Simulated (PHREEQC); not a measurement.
30 mol of Arcanite (K2SO4) is brought to equilibrium with 1 kg of water holding 0.55 mol CaCl2, at several temperatures. The system is closed to CO2. Solids allowed: Arcanite, Gypsum, Anhydrite, Misenite, Portlandite, Sylvite, Syngenite. Others were left out.

All values are PHREEQC results (Pitzer model, pitzer.dat), not measurements.

| T (°C) | dissolved K (mol/kgw) | dissolved S (mol/kgw) | Syngenite (mol) | Gypsum (mol) |
|---|---|---|---|---|
| 10 | 1.57 | 0.245 | 0 | 0.530 |
| 18 | 1.68 | 0.297 | 0 | 0.530 |
| 26 | 1.78 | 0.354 | 0.530 | 0 |
| 42 | 2.00 | 0.455 | 0.542 | 0 |
| 50 | 2.12 | 0.508 | 0.545 | 0 |
| 58 | 2.23 | 0.562 | 0.546 | 0 |
| 74 | 2.44 | 0.669 | 0.547 | 0 |
| 82 | 2.55 | 0.722 | 0.548 | 0 |
| 90 | 2.66 | 0.775 | 0.548 | 0 |

Gypsum from the start, last present at T = 18 °C; Syngenite from T = 26 °C.

Complexes and solids missing from the database can't appear. Away from 25 °C the constants follow the database's enthalpies or fits; those with neither stay at their 25 °C values.
